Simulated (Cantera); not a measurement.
An isothermal, constant-pressure homogeneous reactor starts with N₂O : O₂ = 1 : 1.1 (molar parts), at 1225 K and 0.132 atm. Integrator tolerance rtol = 1e-08.

Detailed kinetics in Cantera: GRI-Mech 3.0 (53 species, 325 reactions). GRI-Mech 3.0 was tuned for natural gas; its chemistry of N2O as a main component is partial and can be far from experiment. The mechanism lacks the step 2 NO + O2 → 2 NO2, which can matter for NO2 below about 1400 K. The temperature is held fixed by assumption; the heat of reaction is taken as removed at once.

Q: What does this change do: pressure from 0.132 atm to 0.0849 atm?

A: 
| quantity | before | after |
|---|---|---|
| x(N₂O) at 2.00 s | 0.349 (gas-phase equilibrium 4.99e-9) | 0.388 (gas-phase equilibrium 4.01e-9) |
| x(O₂) at 2.00 s | 0.542 (gas-phase equilibrium 0.615) | 0.537 (gas-phase equilibrium 0.615) |
| x(N₂) at 2.00 s | 0.0970 (gas-phase equilibrium 0.384) | 0.0669 (gas-phase equilibrium 0.384) |
| x(NO₂) at 2.00 s | 1.95e-5 (gas-phase equilibrium 2.65e-6) | 9.26e-6 (gas-phase equilibrium 2.13e-6) |
| x(NO) at 2.00 s | 0.0118 (gas-phase equilibrium 0.000283) | 0.00815 (gas-phase equilibrium 0.000283) |
| x(O) at 2.00 s | 2.60e-6 (gas-phase equilibrium 9.10e-8) | 2.65e-6 (gas-phase equilibrium 1.13e-7) |

Q: What does this change do: temperature 1225 to 1150 K?

A: 
```
quantity                                           before                                     after
----------------  ---------------------------------------  ----------------------------------------
x(N₂O) at 2.00 s    0.349 (gas-phase equilibrium 4.99e-9)     0.442 (gas-phase equilibrium 2.92e-9)
x(O₂) at 2.00 s       0.542 (gas-phase equilibrium 0.615)       0.529 (gas-phase equilibrium 0.615)
x(N₂) at 2.00 s      0.0970 (gas-phase equilibrium 0.384)      0.0264 (gas-phase equilibrium 0.385)
x(NO₂) at 2.00 s  1.95e-5 (gas-phase equilibrium 2.65e-6)   4.04e-6 (gas-phase equilibrium 2.14e-6)
x(NO) at 2.00 s   0.0118 (gas-phase equilibrium 0.000283)  0.00236 (gas-phase equilibrium 0.000158)
x(O) at 2.00 s    2.60e-6 (gas-phase equilibrium 9.10e-8)   8.01e-7 (gas-phase equilibrium 1.80e-8)
```

Q: What does this change do: 0.019 parts H2O added?

A: 
```
quantity                                           before                                     after
----------------  ---------------------------------------  ----------------------------------------
x(N₂O) at 2.00 s    0.349 (gas-phase equilibrium 4.99e-9)     0.341 (gas-phase equilibrium 4.94e-9)
x(O₂) at 2.00 s       0.542 (gas-phase equilibrium 0.615)       0.539 (gas-phase equilibrium 0.611)
x(N₂) at 2.00 s      0.0970 (gas-phase equilibrium 0.384)       0.100 (gas-phase equilibrium 0.382)
x(NO₂) at 2.00 s  1.95e-5 (gas-phase equilibrium 2.65e-6)  0.000162 (gas-phase equilibrium 2.62e-6)
x(NO) at 2.00 s   0.0118 (gas-phase equilibrium 0.000283)   0.0109 (gas-phase equilibrium 0.000281)
x(O) at 2.00 s    2.60e-6 (gas-phase equilibrium 9.10e-8)   2.45e-6 (gas-phase equilibrium 9.07e-8)
```
